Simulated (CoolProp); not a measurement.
Vapour-liquid equilibrium of octamethyltrisiloxane (MDM) (1) + octamethylcyclotetrasiloxane (D4) (2) at 425.8 K; x and y are mole fractions of (1).

Model: multi-fluid Helmholtz-energy mixture model, Thol 2017 and Thol 2015; pair parameters Bell 2016, in CoolProp.

**Question.** Give the bubble pressure and the first vapour's composition at x = 0.25, 0.65, 0.85. Is there an azeotrope?

**Answer.** x = 0.25: 0.6661 bar, y = 0.379; x = 0.65: 0.8505 bar, y = 0.765; x = 0.85: 0.9450 bar, y = 0.909. No azeotrope shows between x = 0.05 and 0.95.

Pair parameters are fitted to limited data, so mixtures are less certain than the pure fluids.
